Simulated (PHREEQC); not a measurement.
0.022 g of hydrous ferric oxide (600 m²/g; 0.2 weak and 0.005 strong sites per Fe, Dzombak-Morel constants, diffuse double layer) in 1 kg of water with 0.05 mol/kgw of an inert sodium salt and 0.0014 mmol/kgw H3BO3 and 0.00037 mmol/kgw Na2SO4, at 25 °C; the pH is set by adding NaOH or the inert anion's acid. O2 is buffered at 0.21 atm. The system is closed to CO2. Nothing may precipitate in this run.

Model: ion-association model, wateq4f.dat, run in PHREEQC.

```tsv
pH	B sorbed (%)	S sorbed (%)	surface charge σ (C/m²)	surface potential ψ (mV)
4	0.0	94.7	0.290	159
4.5	0.0	89.8	0.235	148
5	0.0	76.4	0.179	134
5.5	0.0	49.0	0.129	118
6	0.0	19.0	0.089	99
6.5	0.0	4.5	0.057	78
7	0.0	0.8	0.034	56
7.5	0.0	0.1	0.017	31
8	0.0	0.0	0.003	6
8.5	0.0	0.0	-0.010	-20
9	0.0	0.0	-0.026	-45
9.5	0.0	0.0	-0.046	-69
10	0.0	0.0	-0.074	-90
10.5	0.0	0.0	-0.111	-110
11	0.0	0.0	-0.158	-128
11.5	0.0	0.0	-0.216	-142
12	0.0	0.0	-0.281	-152
```

Species that the database lacks are ignored.
